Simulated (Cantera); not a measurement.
A closed system holds: 1 mol Si, 1.9 mol H₂, 4.8 mol HCl, at 1025 K and 0.133 bar.

Cantera equilibrium calculation (NASA polynomials, part measured and part estimated; ideal gas, pure solids and liquids). Candidate condensed phases: Si; 19 gas species. The tables' values for SiCl₃ are old estimates; treat these amounts as uncertain. Equilibrium is a limit: real reactors are often held back by kinetics, nucleation or transport.

Base state: H₂ 0.677, SiCl₄ 0.168, HCl 0.148, SiHCl₃ 0.00663, SiCl₃ 0.000525, SiCl₂ 3.43e-5, SiH₂Cl₂ 2.90e-5 (mole fractions); condensed: gas only.

Problem. What changes in the equilibrium state with this change: temperature from 1025 K to 625 K?

Solution. 
```json
[
 {"species": "H₂", "before": "0.677", "after": "0.684"},
 {"species": "SiCl₄", "before": "0.168", "after": "0.175"},
 {"species": "HCl", "before": "0.148", "after": "0.140"},
 {"species": "SiCl₃", "before": "0.000525", "after": "1.03e-9"},
 {"species": "SiCl₂", "before": "3.43e-5", "after": "<1e-9"},
 {"species": "SiH₂Cl₂", "before": "2.90e-5", "after": "<1e-9"},
 {"species": "SiHCl₃", "before": "0.00663", "after": "4.13e-5"}
]
```
